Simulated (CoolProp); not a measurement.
Saturated liquid density (kg/m³) of tetrahydrofuran: the reference equation beside estimates from Tc = 540.2 K, pc = 5.304 MPa, ω = 0.234. Rackett uses Z = 0.29056 − 0.08775 ω.

Values from CoolProp's reference Helmholtz-energy equation of state, Fiedler 2023.

```csv
T (K),reference,Rackett,van der Waals,Redlich-Kwong,Soave-Redlich-Kwong,Peng-Robinson
289.9,891.0,902.0,546.6,809.5,826.8,931.3
316.6,861.4,872.4,529.9,781.2,801.4,904.1
343.3,830.8,841.3,511.9,750.1,773.0,873.5
370,798.8,808.3,492.4,715.8,741.1,838.8
396.7,[?],772.9,471.0,677.9,704.8,798.9
423.4,728.2,734.3,447.3,635.3,663.2,752.4
450.1,[?],691.3,420.4,586.9,[?],697.4
476.8,640.2,641.4,389.0,530.3,555.9,630.2
503.5,579.9,578.8,349.7,460.5,481.5,543.5
530.2,477.4,479.4,[?],358.0,369.3,410.8
```

**Question.** What belongs in the gaps?

**Answer.** 
- 396.7, reference: 764.9
- 450.1, reference: 687.5
- 450.1, Soave-Redlich-Kwong: 614.5
- 530.2, van der Waals: 290.3

Absolute difference from the reference over all 10 rows, mean and median: Rackett 0.8 and 0.9 %, van der Waals 38.8 and 38.6 %, Redlich-Kwong 14.0 and 12.1 %, Soave-Redlich-Kwong 10.9 and 8.4 %, Peng-Robinson 5.1 and 4.7 %.
